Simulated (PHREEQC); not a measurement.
0.43 g of hydrous ferric oxide (600 m²/g; 0.2 weak and 0.005 strong sites per Fe, Dzombak-Morel constants, diffuse double layer) in 1 kg of water with 0.3 mol/kgw of an inert sodium salt and 0.0018 mol H3BO3 and 0.00082 mol NaH2PO4, at 25 °C; the pH is set by adding NaOH or the inert anion's acid. Oxygen is held at 0.21 atm. CO2 from the air is kept out. Precipitation was switched off in this run.

The series has 13 steps of pH, from 4 to 12.

Equilibrium calculation in PHREEQC: ion-association model, wateq4f.dat.

Q: Near which pH is half of the P sorbed, and on which side is more sorbed?

A: Near pH 8.1, with more sorbed at lower pH.

Q: At which pH does the surface charge pass through zero?

A: Near pH 5.7.

H3PO4, which wateq4f.dat lacks, is added to it with the constant of phreeqc.dat.
